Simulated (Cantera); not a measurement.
What does this Cantera script print?

```python
import numpy as np
import cantera as ct

gas = ct.Solution("h2o2.yaml")
gas.TPX = 1698, 1000000, {'H2': 1, 'O2': 1.06, 'N2': 4}
reactor = ct.IdealGasConstPressureReactor(gas, energy="on", clone=False)
net = ct.ReactorNet([reactor])
net.rtol, net.atol = 1e-08, 1e-16
show = ['H2', 'O2', 'O', 'H2O', 'HO2', 'H2O2']
times = np.geomspace(7e-06, 0.2, 16)

steps = ct.SolutionArray(gas, extra=["t"])
rows = []
print(f"{'t/s':>10s}{'T/K':>9s}{'P/Pa':>11s}" + "".join(f"{s:>11s}" for s in show))
for t in times:
    while net.time < t:
        t_next = net.step()
        steps.append(gas.state, t=t_next)
    rows.append([np.interp(t, steps.t, y) for y in (steps.T, steps.P, *steps(*show).X.T)])
    print(f"{t:10.3e}{rows[-1][0]:9.1f}{rows[-1][1]:11.4g}" + "".join(f"{x:11.3e}" for x in rows[-1][2:]))
rate = np.gradient(steps.T, steps.t)
print("integrator steps:", len(steps.t))
if steps.T.max() > steps.T[0] + 200:
    print(f"time of steepest temperature rise: {steps.t[rate.argmax()]:.4e} s")
gas.TPX = 1698, 1000000, {'H2': 1, 'O2': 1.06, 'N2': 4}
gas.equilibrate("HP")
print(f"equilibrium (HP): T = {gas.T:.1f} K  " + "  ".join(f"{s} {gas[s].X[0]:.3e}" for s in show))
```

It prints:

```
       t/s      T/K       P/Pa         H2         O2          O        H2O        HO2       H2O2
 7.000e-06   2715.5      1e+06  2.931e-03  9.532e-02  4.142e-03  1.664e-01  3.065e-05  1.718e-06
 1.387e-05   2721.2      1e+06  2.740e-03  9.548e-02  3.882e-03  1.670e-01  3.084e-05  1.781e-06
 2.749e-05   2721.2      1e+06  2.738e-03  9.548e-02  3.880e-03  1.670e-01  3.084e-05  1.781e-06
 5.449e-05   2721.2      1e+06  2.738e-03  9.548e-02  3.880e-03  1.670e-01  3.084e-05  1.781e-06
 1.080e-04   2721.2      1e+06  2.738e-03  9.548e-02  3.880e-03  1.670e-01  3.084e-05  1.781e-06
 2.140e-04   2721.2      1e+06  2.738e-03  9.548e-02  3.880e-03  1.670e-01  3.084e-05  1.781e-06
 4.241e-04   2721.2      1e+06  2.738e-03  9.548e-02  3.880e-03  1.670e-01  3.084e-05  1.781e-06
 8.405e-04   2721.2      1e+06  2.738e-03  9.548e-02  3.880e-03  1.670e-01  3.084e-05  1.781e-06
 1.666e-03   2721.2      1e+06  2.738e-03  9.548e-02  3.880e-03  1.670e-01  3.084e-05  1.781e-06
 3.301e-03   2721.2      1e+06  2.738e-03  9.548e-02  3.880e-03  1.670e-01  3.084e-05  1.781e-06
 6.542e-03   2721.2      1e+06  2.738e-03  9.548e-02  3.880e-03  1.670e-01  3.084e-05  1.781e-06
 1.297e-02   2721.2      1e+06  2.738e-03  9.548e-02  3.880e-03  1.670e-01  3.084e-05  1.781e-06
 2.569e-02   2721.2      1e+06  2.738e-03  9.548e-02  3.880e-03  1.670e-01  3.084e-05  1.781e-06
 5.092e-02   2721.2      1e+06  2.738e-03  9.548e-02  3.880e-03  1.670e-01  3.084e-05  1.781e-06
 1.009e-01   2721.2      1e+06  2.738e-03  9.548e-02  3.880e-03  1.670e-01  3.084e-05  1.781e-06
 2.000e-01   2721.2      1e+06  2.738e-03  9.548e-02  3.880e-03  1.670e-01  3.084e-05  1.781e-06
integrator steps: 874
time of steepest temperature rise: 8.6152e-07 s
equilibrium (HP): T = 2721.2 K  H2 2.738e-03  O2 9.548e-02  O 3.880e-03  H2O 1.670e-01  HO2 3.084e-05  H2O2 1.781e-06
```

Computed with Cantera and the H2/O2 subset of GRI-Mech 3.0, which has no nitrogen chemistry. The hydrogen kinetics of GRI-Mech 3.0 are dated; newer H2 mechanisms differ, most at raised pressure.
